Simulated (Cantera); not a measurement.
# Equilibrium for silicon carbide growth: (CH3)2SiCl2 + C2H4 + H2

Input: 1 mol (CH3)2SiCl2, 0.017 mol C2H4, 110 mol H2, at 1700 Pa.

Equilibrium computed with Cantera from the NASA thermochemical tables; the gas is ideal and each condensed phase is pure. Candidate condensed phases: C, C6H6, C7H8, C8H18, Si, SiC; 109 gas species. The feed counts by its element totals alone. The tables' values for SiCl are old estimates; treat these amounts as uncertain. Gases not in the tables: Si2H6 and higher silanes. Kinetics and transport are ignored.

From 2248 K to 2273 K the condensed part is C(graphite) + SiC(s). From 2298 K to 2423 K the condensed part is C(graphite). The main Si-bearing gas is Si throughout.

```json
[
 {"T (K)": "2248", "x H2": "0.921", "x H": "0.0541", "x HCl": "0.0161", "x C2H2 (acetylene)": "0.00305", "x Si": "0.00423", "n C(graphite)": "0.837", "n SiC(s)": "0.324"},
 {"T (K)": "2273", "x H2": "0.911", "x H": "0.0615", "x HCl": "0.0158", "x C2H2 (acetylene)": "0.00343", "x Si": "0.00573", "n C(graphite)": "0.921", "n SiC(s)": "0.0709"},
 {"T (K)": "2298", "x H2": "0.902", "x H": "0.0698", "x HCl": "0.0157", "x C2H2 (acetylene)": "0.00386", "x Si": "0.00620", "n C(graphite)": "0.855", "n SiC(s)": "0"},
 {"T (K)": "2323", "x H2": "0.892", "x H": "0.0789", "x HCl": "0.0155", "x C2H2 (acetylene)": "0.00432", "x Si": "0.00626", "n C(graphite)": "0.725", "n SiC(s)": "0"},
 {"T (K)": "2348", "x H2": "0.882", "x H": "0.0889", "x HCl": "0.0153", "x C2H2 (acetylene)": "0.00482", "x Si": "0.00629", "n C(graphite)": "0.581", "n SiC(s)": "0"},
 {"T (K)": "2373", "x H2": "0.870", "x H": "0.0999", "x HCl": "0.0151", "x C2H2 (acetylene)": "0.00535", "x Si": "0.00629", "n C(graphite)": "0.423", "n SiC(s)": "0"},
 {"T (K)": "2398", "x H2": "0.858", "x H": "0.112", "x HCl": "0.0149", "x C2H2 (acetylene)": "0.00593", "x Si": "0.00627", "n C(graphite)": "0.252", "n SiC(s)": "0"},
 {"T (K)": "2423", "x H2": "0.844", "x H": "0.125", "x HCl": "0.0146", "x C2H2 (acetylene)": "0.00653", "x Si": "0.00622", "n C(graphite)": "0.0659", "n SiC(s)": "0"}
]
```
x: gas mole fraction; n: condensed amount in mol.
